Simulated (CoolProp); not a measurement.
Properties of R365MFC along the isotherm 328.1 K.

Computed with CoolProp (reference Helmholtz-energy equation of state, Lemmon 2016).

| p (MPa) | phase | density (kg/m³) | cp (kJ/(kg K)) | Joule-Thomson coefficient (K/MPa) | isothermal compressibility (1/MPa) |
|---|---|---|---|---|---|
| 0.103 | gas | 5.816 | 1.065 | 26.07 | 10.12 |
| 0.27 | liquid | 1191 | 1.440 | -0.2076 | 0.002957 |
| 0.436 | liquid | 1191 | 1.440 | -0.2089 | 0.002940 |
| 0.704 | liquid | 1192 | 1.439 | -0.2111 | 0.002913 |
| 1.14 | liquid | 1194 | 1.437 | -0.2144 | 0.002871 |
| 1.84 | liquid | 1196 | … | -0.2196 | … |
| 2.97 | liquid | 1200 | 1.430 | -0.2275 | 0.002707 |
| 4.79 | liquid | 1206 | 1.424 | -0.2390 | 0.002563 |
| 7.75 | liquid | 1215 | 1.416 | -0.2553 | 0.002364 |
| 12.5 | liquid | 1227 | 1.405 | -0.2764 | 0.002107 |
| 20.2 | liquid | 1246 | 1.392 | -0.3018 | 0.001801 |
| 32.7 | liquid | 1272 | 1.378 | -0.3296 | … |

Complete the blanks.


- 1.84, cp (kJ/(kg K)): 1.434
- 1.84, isothermal compressibility (1/MPa): 0.002805
- 32.7, isothermal compressibility (1/MPa): 0.001469
